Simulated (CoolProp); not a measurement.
The numbers come from the reference Helmholtz-energy equation of state, Lemmon 2006 in CoolProp. It is a short technical equation, of lower accuracy than the large ones.

Task: For isopentane, give the phase and the density (kg/m³), cv (kJ/(kg K)), speed of sound (m/s), expansivity (1/kK) at 226.85 °C and 351 kPa.

Result: 
- 226.85 °C and 351 kPa: gas; density 6.26, cv 2.43, speed of sound 240, expansivity 2.19
